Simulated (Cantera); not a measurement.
An isothermal, constant-pressure homogeneous reactor starts with 12.2 % C₂H₆, 87.8 % N₂, at 1798 K and 0.0267 bar.

Model: GRI-Mech 3.0 (53 species, 325 reactions), integrated in Cantera. GRI-Mech 3.0 stops at C3 and has no aromatics, soot or wall deposition, so with more carbon than oxygen in the feed, carbon stays in small species such as C2H2 where larger ones or solid carbon would form. Radical loss at walls, strong at low pressure, is not modelled.

**Question.** Predict: x(H) at 60.0 s; x(CH₂) at 60.0 s; x(C₂H₄) at 60.0 s; x(CH₄) at 60.0 s; x(HCN) at 60.0 s.

**Answer.** 
```
Property                                               Value
-----------------  -----------------------------------------
x(H) at 60.0 s     0.000960 (gas-phase equilibrium 0.000960)
x(CH₂) at 60.0 s     2.11e-8 (gas-phase equilibrium 1.57e-8)
x(C₂H₄) at 60.0 s    1.20e-5 (gas-phase equilibrium 5.54e-6)
x(CH₄) at 60.0 s     3.86e-5 (gas-phase equilibrium 2.87e-5)
x(HCN) at 60.0 s       9.73e-5 (gas-phase equilibrium 0.106)
```
